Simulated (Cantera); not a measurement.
Feed: 1 mol Si(CH3)4, 0.039 mol HCl, 480 mol H2, 0.021 mol C3H8, held at 13.3 mbar.

Cantera equilibrium calculation (NASA polynomials, part measured and part estimated; ideal gas, pure solids and liquids). Candidate condensed phases: C, C6H6, C7H8, C8H18, Si, SiC; 109 gas species. Rates play no part. All values below are at 1948 K.

Base state: H2 0.990, H 0.00974, C2H2 (acetylene) 0.000533, HCl 7.92e-5, Si 7.84e-5 (mole fractions); condensed: C(graphite) + SiC(s).

Q: What changes in the equilibrium state with this change: Si(CH3)4 replaced by SiH4?

A: 
| species | before | after |
|---|---|---|
| H2 | 0.990 | 0.988 |
| H | 0.00974 | 0.00973 |
| Si | 7.84e-5 | 0.00164 |
| C2H2 (acetylene) | 0.000533 | 1.21e-6 |
| Si2 | 3.22e-8 | 1.41e-5 |
| Si2C | 1.71e-6 | 3.59e-5 |
| SiH | 6.92e-6 | 0.000145 |
| SiH2 | 3.49e-6 | 7.30e-5 |
| HCl | 7.92e-5 | 7.92e-5 |
| C(graphite), mol | 2.58 | 0 |
| SiC(s), mol | 0.954 | 0.0441 |
Gases not in the tables: Si2H6 and higher silanes.

Q: What changes in the equilibrium state with this change: pressure from 13.3 mbar to 65.0 mbar?

A: 
```tsv
species	before	after
H2	0.990	0.995
H	0.00974	0.00442
C2H2 (acetylene)	0.000533	0.000536
Si	7.84e-5	1.61e-5
CH4	6.39e-6	3.15e-5
HCl	7.92e-5	7.98e-5
C(graphite), mol	2.58	2.53
SiC(s), mol	0.954	0.988
```
